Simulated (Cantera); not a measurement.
A freely propagating, adiabatic, planar premixed flame of 29.2 % H2, 14.9 % O2, 56.0 % N2, unburnt at 600 K and 100.0 Torr; mixture-averaged transport, grid criteria slope 0.08 and curve 0.16, no radiation.

Computed with Cantera and the H2/O2 subset of GRI-Mech 3.0, which has no nitrogen chemistry. Burning velocities carry a grid error of a few per cent, more on coarse grids.

x: mole fraction of selected species; z is measured from the peak of heat release.

| z (mm) | T (K) | u (m/s) | x H2 | x O2 | x O | x OH | x H2O | x HO2 |
|---|---|---|---|---|---|---|---|---|
| -19.6 | 600 | 5.89 | 0.292 | 0.149 | <1e-8 | <1e-8 | <1e-8 | <1e-8 |
| -13.1 | 600 | 5.89 | 0.292 | 0.149 | <1e-8 | <1e-8 | <1e-8 | <1e-8 |
| -9.81 | 600 | 5.89 | 0.292 | 0.149 | <1e-8 | <1e-8 | <1e-8 | <1e-8 |
| -6.54 | 600 | 5.89 | 0.292 | 0.149 | <1e-8 | <1e-8 | 1.09e-8 | 2.39e-7 |
| -3.27 | 606 | 5.94 | 0.290 | 0.149 | 6.19e-6 | 2.01e-5 | 0.000359 | 4.92e-5 |
| -1.64 | 716 | 6.96 | 0.270 | 0.145 | 0.000239 | 0.000302 | 0.0102 | 3.58e-5 |
| 0 | 1108 | 10.4 | 0.133 | 0.0967 | 0.00797 | 0.00331 | 0.111 | 1.50e-5 |
| 1.64 | 1380 | 12.8 | 0.0483 | … | 0.0159 | … | 0.206 | … |
| 3.27 | 1499 | 13.8 | 0.0455 | 0.0368 | 0.0164 | 0.0108 | 0.216 | 4.39e-6 |
| 6.54 | 1640 | 15.0 | 0.0471 | 0.0336 | 0.0155 | 0.0136 | 0.224 | 3.35e-6 |
| 13.1 | 1796 | 16.2 | 0.0473 | 0.0300 | 0.0137 | 0.0164 | 0.233 | 2.49e-6 |
| 26.2 | 1959 | 17.5 | 0.0455 | 0.0263 | 0.0112 | 0.0185 | 0.245 | 1.83e-6 |
| 52.3 | … | 18.7 | … | … | … | 0.0194 | 0.259 | … |

Some entries are withheld; supply them.


- 1.64, x O2: 0.0426
- 1.64, x OH: 0.00836
- 1.64, x HO2: 5.89e-6
- 52.3, T (K): 2118
- 52.3, x H2: 0.0415
- 52.3, x O2: 0.0224
- 52.3, x O: 0.00840
- 52.3, x HO2: 1.40e-6
